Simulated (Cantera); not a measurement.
Ignition delay

Mixture: H₂ : O₂ : N₂ = 1 : 0.806 : 3.03 (molar parts), equivalence ratio 0.62, at 3.70 bar, adiabatic and at constant pressure. Ignition delay is the time to a rise of 400 K.

Detailed kinetics in Cantera: GRI-Mech 3.0 (53 species, 325 reactions). The hydrogen kinetics of GRI-Mech 3.0 are dated; newer H2 mechanisms differ, most at raised pressure.

| T0 (K) | delay (ms) |
|---|---|
| 1073 | 0.782 |
| 1123 | 0.0512 |
| 1173 | 0.0225 |
| 1223 | 0.0142 |
| 1273 | 0.0102 |
| 1323 | 0.00787 |

```
Item                                                   Result
--------------------------------------------------  ---------
apparent activation energy between 1223 and 1323 K  80 kJ/mol
```
